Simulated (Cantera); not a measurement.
Charge: 1 mol Cr2O3, 240 mol H2, 48 mol N2, equilibrated at 1.00 bar.

Equilibrium computed with Cantera from the NASA thermochemical tables; the gas is ideal and each condensed phase is pure. Candidate condensed phases: Cr, CrN, Cr2N, Cr2O3, H2O; 29 gas species. Equilibrium is a limit: real reactors are often held back by kinetics, nucleation or transport. All values below are at 998 K.

Base state: H2 0.833, N2 0.167, NH3 0.000183, H2O 8.99e-5 (mole fractions); condensed: CrN(s) + Cr2O3(s).

What changes in the equilibrium state with this change: Cr2O3 replaced by Cu2O?


```json
[
 {"species": "H2", "before": "0.833", "after": "0.830"},
 {"species": "N2", "before": "0.167", "after": "0.167"},
 {"species": "H2O", "before": "8.99e-5", "after": "0.00347"},
 {"species": "NH3", "before": "0.000183", "after": "0.000182"},
 {"species": "CrN(s), mol", "before": "0.0173", "after": "0"},
 {"species": "Cr2O3(s), mol", "before": "0.991", "after": "0"},
 {"species": "Cu(s), mol", "before": "0", "after": "2.00"}
]
```
Further candidate phases: Cu, CuO, Cu(OH)2, Cu2O.
